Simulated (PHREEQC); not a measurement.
NaHS is added in steps, without added water, to 1 kg of water holding 0.19 mol H3PO4 and 0.33 mol NaOH, at 25 °C. The system is closed to oxygen. CO2 is held at log p = -1 (atm). Only these solids could form: Nahcolite, Natron.

Base run: PHREEQC, ion-association model, wateq4f.dat. Each further column changes one thing. The table gives HS- (mol/kgw).

```json
[
 {"NaHS added (mol)": "0", "base": "0", "temperature from 25 to 40 °C": "0", "temperature from 25 to 15 °C": "0", "NaOH replaced by NaHCO3 at the same molality": "0", "no solid may form": "0"},
 {"NaHS added (mol)": "0.02125", "base": "0.0136", "temperature from 25 to 40 °C": "0.0153", "temperature from 25 to 15 °C": "0.0120", "NaOH replaced by NaHCO3 at the same molality": "0.0136", "no solid may form": "0.0136"},
 {"NaHS added (mol)": "0.03188", "base": "0.0208", "temperature from 25 to 40 °C": "0.0232", "temperature from 25 to 15 °C": "0.0185", "NaOH replaced by NaHCO3 at the same molality": "0.0207", "no solid may form": "0.0208"},
 {"NaHS added (mol)": "0.05312", "base": "0.0358", "temperature from 25 to 40 °C": "0.0396", "temperature from 25 to 15 °C": "0.0322", "NaOH replaced by NaHCO3 at the same molality": "0.0357", "no solid may form": "0.0358"},
 {"NaHS added (mol)": "0.06375", "base": "0.0435", "temperature from 25 to 40 °C": "0.0479", "temperature from 25 to 15 °C": "0.0394", "NaOH replaced by NaHCO3 at the same molality": "0.0434", "no solid may form": "0.0435"},
 {"NaHS added (mol)": "0.085", "base": "0.0595", "temperature from 25 to 40 °C": "0.0650", "temperature from 25 to 15 °C": "0.0542", "NaOH replaced by NaHCO3 at the same molality": "0.0593", "no solid may form": "0.0595"},
 {"NaHS added (mol)": "0.1062", "base": "0.0759", "temperature from 25 to 40 °C": "0.0824", "temperature from 25 to 15 °C": "0.0697", "NaOH replaced by NaHCO3 at the same molality": "0.0757", "no solid may form": "0.0759"},
 {"NaHS added (mol)": "0.1169", "base": "0.0843", "temperature from 25 to 40 °C": "0.0913", "temperature from 25 to 15 °C": "0.0777", "NaOH replaced by NaHCO3 at the same molality": "0.0841", "no solid may form": "0.0843"},
 {"NaHS added (mol)": "0.1381", "base": "0.101", "temperature from 25 to 40 °C": "0.109", "temperature from 25 to 15 °C": "0.0939", "NaOH replaced by NaHCO3 at the same molality": "0.101", "no solid may form": "0.101"},
 {"NaHS added (mol)": "0.1487", "base": "0.110", "temperature from 25 to 40 °C": "0.118", "temperature from 25 to 15 °C": "0.102", "NaOH replaced by NaHCO3 at the same molality": "0.110", "no solid may form": "0.110"},
 {"NaHS added (mol)": "0.17", "base": "0.127", "temperature from 25 to 40 °C": "0.136", "temperature from 25 to 15 °C": "0.119", "NaOH replaced by NaHCO3 at the same molality": "0.127", "no solid may form": "0.127"}
]
```

The polysulfide entries of wateq4f.dat were taken out for this run. H3PO4, which wateq4f.dat lacks, is added to it with the constant of phreeqc.dat. Away from 25 °C the constants follow the database's enthalpies or fits; those with neither stay at their 25 °C values.
